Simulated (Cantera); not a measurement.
**NaBr + O2 + N2 (halide evaporation, hydrolysis and transport)**

Feed: 1 mol NaBr, 6.6 mol O2, 380 mol N2, held at 0.00105 Torr.

Equilibrium computed with Cantera from the NASA thermochemical tables; the gas is ideal and each condensed phase is pure. Candidate condensed phases: Br2, Na, NaBr, NaO2, Na2O, Na2O2; 16 gas species. The numbers say what is thermodynamically allowed, not how fast it happens.

```tsv
T (K)	x N2	x O	x O2	x Br
1448	0.978	0.000213	0.0167	0.00169
1523	0.978	0.000598	0.0165	0.00223
1598	0.977	0.00151	0.0159	0.00246
1673	0.976	0.00344	0.0148	0.00254
1748	0.974	0.00704	0.0129	0.00255
1823	0.971	0.0127	0.00997	0.00255
1898	0.968	0.0198	0.00637	0.00255
1973	0.965	0.0261	0.00324	0.00254
2048	0.963	0.0300	0.00137	0.00253
2123	0.962	0.0318	0.000533	0.00253
2198	0.962	0.0326	0.000208	0.00253
2273	0.962	0.0329	8.45e-5	0.00253
```
x: gas mole fraction; nothing condenses.

From 1448 K to 2273 K nothing is condensed. The main Na-bearing gas is Na throughout.
